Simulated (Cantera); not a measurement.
## Adiabatic ignition

An adiabatic, constant-volume homogeneous reactor starts with 2.09 % CH₄, 0.0897 % C₂H₆, 1.56 % C₃H₈, 9.47 % O₂, 68.2 % N₂, 18.6 % CO₂, equivalence ratio 1.3, at 1200 K and 680000 Pa.

Detailed kinetics in Cantera: GRI-Mech 3.0 (53 species, 325 reactions).

```tsv
t (s)	T (K)	P (bar)	x CH₄	x C₂H₆	x C₃H₈	x CH₂	x H₂
5.00e-6	1200	6.80	0.0209	0.000897	0.0156	<1e-12	5.62e-8
1.23e-5	1200	6.80	0.0209	0.000897	0.0156	<1e-12	1.68e-7
3.03e-5	1200	6.80	0.0209	0.000897	0.0156	<1e-12	5.86e-7
7.45e-5	1200	6.80	0.0209	0.000898	0.0156	5.73e-12	3.17e-6
0.000183	1200	6.80	0.0209	0.000908	0.0156	1.22e-11	1.50e-5
0.000451	1200	6.80	0.0209	0.000940	0.0154	1.37e-11	4.76e-5
0.00111	1201	6.81	0.0209	0.00102	0.0149	1.93e-11	0.000148
0.00273	1207	6.86	0.0209	0.00127	0.0132	7.01e-11	0.000642
0.00671	2205	13.1	<1e-12	<1e-12	<1e-12	<1e-12	0.00472
0.0165	2204	13.1	<1e-12	<1e-12	<1e-12	<1e-12	0.00472
0.0406	2204	13.0	<1e-12	<1e-12	<1e-12	<1e-12	0.00473
0.100	2203	13.0	<1e-12	<1e-12	<1e-12	<1e-12	0.00474
```
x: mole fraction; the columns are a selection and need not sum to one.

The time of steepest temperature rise comes out as 4.17 ms, the temperature at 0.100 s is 2203 K and the equilibrium temperature is 2203 K. The x(CH₄) at 0.100 s is <1e-12 (gas-phase equilibrium <1e-12), the x(C₂H₆) at 0.100 s is <1e-12 (gas-phase equilibrium <1e-12) and the x(C₃H₈) at 0.100 s is <1e-12 (gas-phase equilibrium <1e-12).
